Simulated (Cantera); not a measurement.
An adiabatic, constant-pressure homogeneous reactor starts with CH₃OH : O₂ : N₂ = 1 : 0.625 : 2.35 (molar parts), equivalence ratio 2.4, at 1498 K and 1000000 Pa. Integrator tolerance rtol = 1e-08.

Detailed kinetics in Cantera: GRI-Mech 3.0 (53 species, 325 reactions). GRI-Mech 3.0 was tuned for natural gas; its chemistry of methanol as a main component is partial and can be far from experiment.

Q: What does this change do: pressure from 1000000 Pa to 100000 Pa?

A: 
| quantity | before | after |
|---|---|---|
| time of steepest temperature rise | 24.3 µs | 0.174 ms |
| temperature at 0.100 s | 2483 K | 2445 K |
| equilibrium temperature | 2483 K | 2445 K |
| x(CH₃OH) at 0.100 s | 7.37e-12 (gas-phase equilibrium 7.56e-12) | <1e-12 (gas-phase equilibrium <1e-12) |
| x(O₂) at 0.100 s | 4.33e-6 (gas-phase equilibrium 4.33e-6) | 2.96e-5 (gas-phase equilibrium 2.96e-5) |
| x(N₂O) at 0.100 s | 9.94e-9 (gas-phase equilibrium 9.94e-9) | 7.64e-9 (gas-phase equilibrium 7.64e-9) |
| x(CH₄) at 0.100 s | 1.28e-9 (gas-phase equilibrium 1.44e-9) | 1.46e-11 (gas-phase equilibrium 1.65e-11) |
| x(NO) at 0.100 s | 7.59e-5 (gas-phase equilibrium 7.59e-5) | 0.000185 (gas-phase equilibrium 0.000185) |

Q: What does this change do: initial temperature 1498 to 1250 K?

A: 
```csv
quantity,before,after
time of steepest temperature rise,24.3 µs,0.546 ms
temperature at 0.100 s,2483 K,2266 K
equilibrium temperature,2483 K,2266 K
x(CH₃OH) at 0.100 s,7.37e-12 (gas-phase equilibrium 7.56e-12),1.19e-11 (gas-phase equilibrium 1.21e-11)
x(O₂) at 0.100 s,4.33e-6 (gas-phase equilibrium 4.33e-6),3.99e-7 (gas-phase equilibrium 3.99e-7)
x(N₂O) at 0.100 s,9.94e-9 (gas-phase equilibrium 9.94e-9),1.98e-9 (gas-phase equilibrium 1.98e-9)
x(CH₄) at 0.100 s,1.28e-9 (gas-phase equilibrium 1.44e-9),3.66e-9 (gas-phase equilibrium 4.10e-9)
x(NO) at 0.100 s,7.59e-5 (gas-phase equilibrium 7.59e-5),1.50e-5 (gas-phase equilibrium 1.51e-5)
```
